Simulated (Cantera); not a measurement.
**Ammonia decomposition in nitride growth gas**

An isothermal, constant-pressure homogeneous reactor starts with NH₃ : N₂ = 1 : 0.15 (molar parts), at 2098 K and 66000 Pa.

Detailed kinetics in Cantera: the gas-phase N/H chemistry of the illustrative SiF4/NH3 mechanism in the Surface Chemkin manual (1991). Walls and surfaces, which speed up NH3 decomposition in real reactors, are not modelled.

```json
[
 {"t (s)": "0.000800", "x NH₃": "0.822", "x NH": "2.04e-5", "x N₂": "0.139", "x H": "3.25e-5", "x H₂": "0.0371", "x N₂H₄": "5.77e-7", "x NH₂": "0.00201"},
 {"t (s)": "0.00169", "x NH₃": "0.772", "x NH": "2.30e-5", "x N₂": "0.149", "x H": "6.32e-5", "x H₂": "0.0771", "x N₂H₄": "4.81e-7", "x NH₂": "0.00183"},
 {"t (s)": "0.00357", "x NH₃": "0.680", "x NH": "2.50e-5", "x N₂": "0.167", "x H": "0.000121", "x H₂": "0.151", "x N₂H₄": "3.69e-7", "x NH₂": "0.00161"},
 {"t (s)": "0.00755", "x NH₃": "0.531", "x NH": "2.53e-5", "x N₂": "0.197", "x H": "0.000225", "x H₂": "0.270", "x N₂H₄": "2.48e-7", "x NH₂": "0.00132"},
 {"t (s)": "0.0159", "x NH₃": "0.336", "x NH": "2.31e-5", "x N₂": "0.236", "x H": "0.000405", "x H₂": "0.427", "x N₂H₄": "1.30e-7", "x NH₂": "0.000951"},
 {"t (s)": "0.0337", "x NH₃": "0.148", "x NH": "1.83e-5", "x N₂": "0.273", "x H": "0.000708", "x H₂": "0.578", "x N₂H₄": "4.26e-8", "x NH₂": "0.000545"},
 {"t (s)": "0.0712", "x NH₃": "0.0347", "x NH": "1.12e-5", "x N₂": "0.295", "x H": "0.00130", "x H₂": "0.669", "x N₂H₄": "5.88e-9", "x NH₂": "0.000203"},
 {"t (s)": "0.150", "x NH₃": "0.00269", "x NH": "3.59e-6", "x N₂": "0.301", "x H": "0.00273", "x H₂": "0.693", "x N₂H₄": "1.44e-10", "x NH₂": "3.18e-5"},
 {"t (s)": "0.318", "x NH₃": "0.000371", "x NH": "6.65e-7", "x N₂": "0.302", "x H": "0.00316", "x H₂": "0.695", "x N₂H₄": "3.67e-12", "x NH₂": "5.07e-6"},
 {"t (s)": "0.672", "x NH₃": "0.000123", "x NH": "2.23e-7", "x N₂": "0.302", "x H": "0.00318", "x H₂": "0.695", "x N₂H₄": "<1e-12", "x NH₂": "1.69e-6"},
 {"t (s)": "1.42", "x NH₃": "5.11e-5", "x NH": "9.26e-8", "x N₂": "0.302", "x H": "0.00318", "x H₂": "0.695", "x N₂H₄": "<1e-12", "x NH₂": "7.02e-7"},
 {"t (s)": "3.00", "x NH₃": "2.30e-5", "x NH": "4.16e-8", "x N₂": "0.302", "x H": "0.00318", "x H₂": "0.695", "x N₂H₄": "<1e-12", "x NH₂": "3.16e-7"}
]
```
x: mole fraction; the columns are a selection and need not sum to one.

Equilibrium at this temperature and pressure: NH₃ 3.61e-6, NH 6.54e-9, N₂ 0.302, H 0.00318, H₂ 0.695, N₂H₄ <1e-12, NH₂ 4.96e-8 (gas phase only).
